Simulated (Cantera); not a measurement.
Charge: 1 mol Al(CH3)3, 5.1 mol N2O, 610 mol N2, held at 1725 °C and 1.40 mbar.

Method: chemical equilibrium by Gibbs-energy minimisation in Cantera with the NASA 1993 tables (ideal gas, pure condensed phases). Candidate condensed phases: Al, AlN, Al2O3, C, C6H6, C7H8, C8H18, H2O; 148 gas species. The feed counts by its element totals alone. Rates play no part.

Base state: N2 0.986, H2 0.00496, CO 0.00466, H 0.00302, H2O 0.000727, CO2 0.000149, OH 4.40e-5, NO 2.07e-5 (mole fractions); condensed: Al2O3(s).

Q: What changes in the equilibrium state with this change: Al(CH3)3 replaced by AlCl3?

A: 
```
species          before    after
-------------  --------  -------
N2                0.986    0.991
Cl                    0  0.00483
O2              1.24e-6  0.00208
H2              0.00496        0
CO              0.00466        0
H               0.00302        0
H2O            0.000727        0
CO2            0.000149        0
OH              4.40e-5        0
Al2O3(s), mol     0.500    0.499
```
Further candidate phases: AlCl3.

Q: What changes in the equilibrium state with this change: pressure from 1.40 mbar to 4.80 mbar?

A: 
```tsv
species	before	after
N2	0.986	0.987
H2	0.00496	0.00557
CO	0.00466	0.00467
H	0.00302	0.00173
O	1.96e-5	5.46e-6
NO	2.07e-5	1.07e-5
OH	4.40e-5	2.41e-5
Al2O3(s), mol	0.500	0.500
```
